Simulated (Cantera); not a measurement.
## Reactions in the system C-O-Ta

Cantera with NASA thermochemical tables; ideal gases at 1 bar, condensed phases pure. Values are per mole of reaction as written; species without (g) are pure solids or liquids, kept so even where they would boil at 1 bar. TaC: taken at fixed stoichiometry.

Ta2O5 + 2 CO2(g) ⇌ 9 O(g) + 2 TaC

```tsv
T (K)	ΔH° (kJ)	ΔS° (J/K)	ΔG° (kJ)	log10 K
300	4787.5	963.9	4498.3	-783.21
1375	4801.7	997.6	3429.9	-130.30
1425	4801.2	997.3	3380.1	-123.90
1475	4800.7	997.0	3330.2	-117.93
1525	4800.2	996.6	3280.4	-112.36
1575	4799.6	996.2	3230.6	-107.14
1625	4799.0	995.9	3180.7	-102.24
1675	4798.4	995.5	3131.0	-97.64
1725	4797.8	995.1	3081.2	-93.30
1775	4797.2	994.8	3031.4	-89.21
```

4 TaC + 9 O2(g) ⇌ 4 CO2(g) + 2 Ta2O5

```json
[
 {"T (K)": "300", "ΔH° (kJ)": "-5089.6", "ΔS° (J/K)": "-874.3", "ΔG° (kJ)": "-4827.3", "log10 K": "840.50"},
 {"T (K)": "1375", "ΔH° (kJ)": "-5034.0", "ΔS° (J/K)": "-807.3", "ΔG° (kJ)": "-3923.9", "log10 K": "149.06"},
 {"T (K)": "1425", "ΔH° (kJ)": "-5030.6", "ΔS° (J/K)": "-804.9", "ΔG° (kJ)": "-3883.6", "log10 K": "142.35"},
 {"T (K)": "1475", "ΔH° (kJ)": "-5027.2", "ΔS° (J/K)": "-802.6", "ΔG° (kJ)": "-3843.4", "log10 K": "136.11"},
 {"T (K)": "1525", "ΔH° (kJ)": "-5023.8", "ΔS° (J/K)": "-800.3", "ΔG° (kJ)": "-3803.4", "log10 K": "130.27"},
 {"T (K)": "1575", "ΔH° (kJ)": "-5020.4", "ΔS° (J/K)": "-798.1", "ΔG° (kJ)": "-3763.4", "log10 K": "124.81"},
 {"T (K)": "1625", "ΔH° (kJ)": "-5017.1", "ΔS° (J/K)": "-796.0", "ΔG° (kJ)": "-3723.6", "log10 K": "119.69"},
 {"T (K)": "1675", "ΔH° (kJ)": "-5013.7", "ΔS° (J/K)": "-794.0", "ΔG° (kJ)": "-3683.8", "log10 K": "114.88"},
 {"T (K)": "1725", "ΔH° (kJ)": "-5010.4", "ΔS° (J/K)": "-792.0", "ΔG° (kJ)": "-3644.2", "log10 K": "110.35"},
 {"T (K)": "1775", "ΔH° (kJ)": "-5007.1", "ΔS° (J/K)": "-790.2", "ΔG° (kJ)": "-3604.6", "log10 K": "106.07"}
]
```

CO2(g) + 2 TaO2(g) ⇌ Ta2O5 + CO(g)

```
T (K)  ΔH° (kJ)  ΔS° (J/K)  ΔG° (kJ)  log10 K
-----  --------  ---------  --------  -------
300     -1361.3     -433.2   -1231.3   214.38
1375    -1310.9     -364.9    -809.1    30.74
1425    -1308.2     -363.0    -790.9    28.99
1475    -1305.4     -361.1    -772.8    27.37
1525    -1302.7     -359.3    -754.8    25.85
1575    -1299.9     -357.5    -736.9    24.44
1625    -1297.1     -355.7    -719.0    23.11
1675    -1294.3     -354.0    -701.3    21.87
1725    -1291.4     -352.4    -683.6    20.70
1775    -1288.6     -350.7    -666.1    19.60
```
